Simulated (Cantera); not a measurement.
An adiabatic, constant-pressure homogeneous reactor starts with H2 : O2 : N2 : NO = 1 : 1.28 : 4.82 : 0.02 (molar parts), at 1100 K and 500000 Pa.

Detailed kinetics in Cantera: GRI-Mech 3.0 (53 species, 325 reactions). The hydrogen kinetics of GRI-Mech 3.0 are dated; newer H2 mechanisms differ, most at raised pressure. The mechanism lacks 2 NO + O2 → 2 NO2 and HONO, so NO2 and the effect of NO are under-described below about 1400 K.

Q: Predict: time of steepest temperature rise; temperature at 0.600 s; equilibrium temperature; x(H2) at 0.600 s; x(O2) at 0.600 s; x(NO) at 0.600 s; x(HO2) at 0.600 s; x(H2O) at 0.600 s; x(H2O2) at 0.600 s; x(OH) at 0.600 s.

A: 
- time of steepest temperature rise = 39.7 µs
- temperature at 0.600 s = 2090 K
- equilibrium temperature = 2089 K
- x(H2) at 0.600 s = 0.000110 (gas-phase equilibrium 0.000109)
- x(O2) at 0.600 s = 0.115 (gas-phase equilibrium 0.115)
- x(NO) at 0.600 s = 0.00628 (gas-phase equilibrium 0.00691)
- x(HO2) at 0.600 s = 4.70e-6 (gas-phase equilibrium 4.66e-6)
- x(H2O) at 0.600 s = 0.150 (gas-phase equilibrium 0.150)
- x(H2O2) at 0.600 s = 2.82e-7 (gas-phase equilibrium 2.80e-7)
- x(OH) at 0.600 s = 0.00221 (gas-phase equilibrium 0.00219)
